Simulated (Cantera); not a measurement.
Feed: 1 mol MgSO4, 5.7 mol H2, 0.043 mol H2O, held at 14.0 Pa.

Equilibrium computed with Cantera from the NASA thermochemical tables; the gas is ideal and each condensed phase is pure. Candidate condensed phases: H2O, H2SO4, Mg, MgO, Mg(OH)2, MgS, MgSO4, S; 26 gas species. The tables' values for MgH are old estimates; treat these amounts as uncertain. Gases not in the tables: S3 to S7. The numbers say what is thermodynamically allowed, not how fast it happens.

x: gas mole fraction; n: condensed amount in mol.

```tsv
T (K)	x H2	x H2O	x H	x Mg	x SO2	x S2	x SO	x H2S	x OH	x S	n MgO(s)
1273	0.433	0.473	3.96e-5	6.26e-9	0.00778	0.0669	0.000625	0.0176	5.00e-7	4.00e-5	1.00
1373	0.454	0.451	0.000190	1.98e-7	0.0162	0.0648	0.00206	0.00974	3.36e-6	0.000175	1.000
1473	0.479	0.420	…	…	…	…	…	…	…	…	1.000
1573	0.505	0.385	0.00244	5.68e-5	0.0390	0.0484	0.0115	0.00341	6.73e-5	0.00170	1.000
1673	0.526	0.350	0.00698	0.000590	0.0489	0.0368	0.0209	0.00204	0.000223	0.00400	0.996
1773	0.534	0.317	0.0176	0.00463	0.0558	0.0240	0.0328	0.00116	0.000647	0.00780	0.969
1873	0.505	0.295	0.0388	0.0266	0.0610	0.0111	0.0438	0.000538	0.00176	0.0116	0.813
1973	…	0.301	…	…	0.0682	…	0.0444	…	…	…	…
2073	0.327	0.289	0.127	0.119	0.0661	0.000429	0.0428	3.91e-5	0.0128	0.00883	0
```

Q: Some entries are withheld; supply them.

A: 
- 1973, x H2: 0.397
- 1973, x H: 0.0719
- 1973, x Mg: 0.0969
- 1973, x S2: 0.00194
- 1973, x H2S: 0.000132
- 1973, x OH: 0.00517
- 1973, x S: 0.00990
- 1973, n MgO(s): 0.241
- 1473, x H: 0.000740
- 1473, x Mg: 4.01e-6
- 1473, x SO2: 0.0274
- 1473, x S2: 0.0581
- 1473, x SO: 0.00537
- 1473, x H2S: 0.00568
- 1473, x OH: 1.69e-5
- 1473, x S: 0.000603
